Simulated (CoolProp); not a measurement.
Sulfur hexafluoride along the isobar 13.3 bar: density (kg/m³) from the reference equation and from simpler models built on Tc = 318.7 K, pc = 37.55 bar, ω = 0.210; each cubic takes its own stable root.

The numbers come from the reference Helmholtz-energy equation of state, Guder 2009 in CoolProp.

| T (K) | phase | reference |
|---|---|---|
| 303.8 | gas | 91.31 |
| 312.3 | gas | 87.13 |
| 320.7 | gas | 83.49 |
| 329.2 | gas | 80.22 |
| 337.6 | gas | 77.30 |
| 346.1 | gas | 74.62 |
| 354.5 | gas | 72.19 |
| 363 | gas | 69.93 |
| 371.5 | gas | 67.84 |
| 379.9 | gas | 65.91 |
| 388.4 | gas | 64.10 |

### Question
How far does each simpler model (ideal gas, van der Waals, Soave-Redlich-Kwong, Peng-Robinson) lie from the reference over these 11 states: mean and median of the absolute difference, and the worst?

### Answer
- ideal gas: mean 10.1 %, median 9.5 %, worst -15.8 % at 303.8 K and 13.3 bar
- van der Waals: mean 0.9 %, median 0.6 %, worst -2.8 % at 303.8 K and 13.3 bar
- Soave-Redlich-Kwong: mean 0.1 %, median 0.1 %, worst +0.1 % at 329.2 K and 13.3 bar
- Peng-Robinson: mean 1.4 %, median 1.4 %, worst +1.7 % at 303.8 K and 13.3 bar
